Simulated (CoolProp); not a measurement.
Normal hydrogen along the isotherm 35.1 K: fugacity coefficient from the reference equation and from simpler models built on Tc = 33.1 K, pc = 1296 kPa, ω = -0.219; each cubic takes its own stable root.

Model: reference Helmholtz-energy equation of state, Leachman 2009, in CoolProp.

```csv
p (kPa),phase,reference
6.15,gas,0.9987
9.03,gas,0.9981
13.2,gas,0.9972
19.4,gas,0.9958
28.5,gas,0.9939
41.9,gas,0.9910
61.5,gas,0.9868
90.3,gas,0.9807
132,gas,0.9718
194,gas,0.9586
285,gas,0.9393
419,gas,0.9111
615,gas,0.8701
903,gas,0.8103
1320,supercritical,0.7228
1940,supercritical,0.5817
```

Question: How far does each simpler model (van der Waals, Redlich-Kwong) lie from the reference over these 16 states: mean and median of the absolute difference, and the worst?

Answer: 
- van der Waals: mean 0.6 %, median 0.2 %, worst +3.4 % at 35.1 K and 1940 kPa
- Redlich-Kwong: mean 0.2 %, median 0.1 %, worst +1.4 % at 35.1 K and 1940 kPa
